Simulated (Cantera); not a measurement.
What does this Cantera script print?

```python
import numpy as np
import cantera as ct

gas_names = """
    CL CL2 H HCL H2 Si SiCL SiCL2 SiCL3 SiCL4 SiH SiHCL3 SiH2 SiH2CL2 SiH3 SiH3CL SiH4 Si2 Si3
""".split()
cond_names = """
    Si(cr) Si(L)
""".split()


def load(file, names, dense=False):
    # The tables refer to 1 bar. Condensed volumes are neglected.
    table = {s.name: s for s in ct.Species.list_from_file(file)}
    out = []
    for n in names:
        d = dict(table[n].input_data)
        d["thermo"] = dict(d["thermo"], **{"reference-pressure": 1e5})
        if dense:
            d["equation-of-state"] = {"model": "constant-volume", "density": "1e6 g/cm^3"}
        out.append(ct.Species.from_dict(d))
    return out


gas = ct.Solution(thermo="ideal-gas", species=load("nasa_gas.yaml", gas_names))
cond = {s.name: ct.Solution(thermo="fixed-stoichiometry", species=[s], name=s.name)
        for s in load("nasa_condensed.yaml", cond_names, dense=True)}
atoms = {
    'Si': {'Si': 1},
    'Cl2': {'CL': 2},
    'H2': {'H': 2},
}
top_T = {}  # K; cautious upper limits of use, not melting points


def equilibrate(T, P, feed):
    n = {}
    for name, mol in feed.items():
        for a, k in atoms[name].items():
            n[a] = n.get(a, 0.0) + k * mol
    gas.TPX = T, P, n
    mass = sum(n.values()) * gas.mean_molecular_weight
    gas.equilibrate("TP")
    valid = [c for c in cond.values() if c.min_temp <= T <= top_T.get(c.name, c.max_temp)]
    mix = ct.Mixture([(gas, mass / gas.mean_molecular_weight)] + [(c, 0.0) for c in valid])
    mix.T, mix.P = T, P
    mix.equilibrate("TP", solver="vcs", rtol=1e-11, max_steps=5000)
    return mix


results = []
feed = {'Si': 1, 'Cl2': 7.6, 'H2': 13}  # mol
P = 13332.2  # Pa
for T in [823, 873, 923, 973, 1023, 1073, 1123, 1173, 1223, 1273, 1323]:
    mix = equilibrate(T, P, feed)
    results.append((T, P, feed, dict(zip(mix.species_names, mix.species_moles))))

top = {s: max(r[3][s] / sum(r[3][g] for g in gas_names) for r in results) for s in gas_names}
cols = sorted((s for s in top if top[s] > 1e-06), key=lambda s: -top[s])[:7]
seen = [c for c in cond_names if any(r[3].get(c, 0) > 1e-12 for r in results)]
print("log10 of partial pressures in bar; condensed amounts in mol")
print(f"{'T/K':>10s}" + "".join(f"{s[:9]:>10s}" for s in cols + seen))
for T, P, feed, n in results:
    ng = sum(n[g] for g in gas_names)
    print(f"{T:10.4g}" + "".join(f"{np.log10(max(n[s] / ng * P / 1e5, 1e-99)):10.3f}" for s in cols)
          + "".join(f"{n.get(c, 0):10.4g}" for c in seen))
```

Output:

```
log10 of partial pressures in bar; condensed amounts in mol
       T/K       HCL        H2     SiCL4     SiCL3    SiHCL3     SiCL2   SiH2CL2
       823    -1.118    -1.298    -2.168    -7.581    -5.266   -11.040    -9.440
       873    -1.118    -1.298    -2.168    -6.942    -5.017    -9.946    -8.907
       923    -1.118    -1.298    -2.168    -6.373    -4.797    -8.974    -8.434
       973    -1.118    -1.298    -2.169    -5.865    -4.600    -8.104    -8.011
      1023    -1.118    -1.298    -2.170    -5.408    -4.423    -7.321    -7.632
      1073    -1.118    -1.299    -2.172    -4.995    -4.264    -6.614    -7.290
      1123    -1.118    -1.299    -2.174    -4.621    -4.121    -5.973    -6.980
      1173    -1.117    -1.299    -2.178    -4.281    -3.992    -5.390    -6.700
      1223    -1.117    -1.300    -2.184    -3.973    -3.878    -4.860    -6.447
      1273    -1.116    -1.301    -2.195    -3.695    -3.778    -4.379    -6.221
      1323    -1.115    -1.303    -2.214    -3.449    -3.697    -3.946    -6.024
```

Method: chemical equilibrium by Gibbs-energy minimisation in Cantera with the NASA 1993 tables (ideal gas, pure condensed phases). The tables' values for SiCl3 are old estimates; treat these amounts as uncertain.
